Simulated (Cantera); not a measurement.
Input: 1 mol TiC, 0.18 mol H2, 0.13 mol C, held at 2225 K.

Method: chemical equilibrium by Gibbs-energy minimisation in Cantera with the NASA 1993 tables (ideal gas, pure condensed phases). Candidate condensed phases: C, C6H6, C7H8, C8H18, Ti, TiC; 77 gas species. TiC: taken at fixed stoichiometry. The numbers say what is thermodynamically allowed, not how fast it happens.

x: gas mole fraction; n: condensed amount in mol.

| P (Pa) | x H2 | x H | x Ti | x C2H2 (acetylene) | x CH4 | n C(graphite) | n TiC(s) |
|---|---|---|---|---|---|---|---|
| 1 | 0.164 | 0.831 | ? | 0.000482 | 6.74e-11 | 0.130 | 0.999 |
| 4.60 | 0.396 | 0.601 | ? | 0.00116 | 1.80e-9 | 0.129 | 1.000 |
| 22 | 0.647 | 0.351 | ? | 0.00190 | 2.29e-8 | 0.129 | 1.000 |
| 100 | 0.813 | 0.185 | ? | 0.00238 | 1.65e-7 | 0.129 | 1.000 |
| 460 | 0.906 | 0.0909 | ? | 0.00266 | 9.42e-7 | 0.129 | 1.000 |
| 2200 | 0.955 | 0.0427 | ? | 0.00280 | 5.00e-6 | 0.129 | 1.00 |
| 10000 | 0.977 | 0.0202 | ? | 0.00287 | 2.38e-5 | 0.129 | 1.00 |
| 46000 | 0.987 | 0.00949 | ? | 0.00290 | 0.000112 | 0.129 | 1.00 |
| 220000 | 0.992 | 0.00435 | ? | 0.00291 | 0.000540 | 0.129 | 1.00 |
| 1000000 | 0.992 | 0.00204 | ? | 0.00291 | 0.00245 | 0.128 | 1.00 |

### Question
Some entries are withheld; supply them.

### Answer

- 1, x Ti: 0.00380
- 4.60, x Ti: 0.000826
- 22, x Ti: 0.000173
- 100, x Ti: 3.80e-5
- 460, x Ti: 8.26e-6
- 2200, x Ti: 1.73e-6
- 10000, x Ti: 3.80e-7
- 46000, x Ti: 8.26e-8
- 220000, x Ti: 1.73e-8
- 1000000, x Ti: 3.80e-9
